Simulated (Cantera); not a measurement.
## Thermodynamics of silicon nitride deposition, feed SiHCl3 + NH3 + H2 + N2

Input: 1 mol SiHCl3, 35 mol NH3, 0.23 mol H2, 5.3 mol N2, held at 0.00940 bar.

Method: chemical equilibrium by Gibbs-energy minimisation in Cantera with the NASA 1993 tables (ideal gas, pure condensed phases). Candidate condensed phases: NH4Cl, Si, Si3N4; 28 gas species. The tables' values for SiCl, SiCl3 are old estimates; treat these amounts as uncertain. Equilibrium is a limit: real reactors are often held back by kinetics, nucleation or transport.

From 1300 K to 1700 K the condensed part is Si3N4(s). The main Si-bearing gas is SiCl2 throughout. The share of Si in condensed phases is highest at 1300 K (99.8 %) and lowest at 1700 K (71.1 %).

```csv
T (K),x H2,x N2,x HCl,x SiCl2,x H,x Si,x Cl,n Si3N4(s)
1300,0.673,0.288,0.0390,1.95e-5,9.36e-6,1.49e-11,4.57e-7,0.333
1350,0.673,0.288,0.0389,4.77e-5,2.02e-5,1.60e-10,9.72e-7,0.332
1400,0.673,0.288,0.0388,0.000109,4.12e-5,1.44e-9,1.95e-6,0.330
1450,0.673,0.288,0.0385,0.000233,8.00e-5,1.12e-8,3.73e-6,0.327
1500,0.673,0.288,0.0381,0.000466,0.000149,7.55e-8,6.79e-6,0.321
1550,0.673,0.288,0.0372,0.000871,0.000267,4.49e-7,1.18e-5,0.311
1600,0.673,0.289,0.0359,0.00152,0.000460,2.38e-6,1.94e-5,0.294
1650,0.674,0.289,0.0340,0.00244,0.000769,1.14e-5,3.04e-5,0.270
1700,0.674,0.290,0.0315,0.00364,0.00125,4.98e-5,4.54e-5,0.237
```
x: gas mole fraction; n: condensed amount in mol.
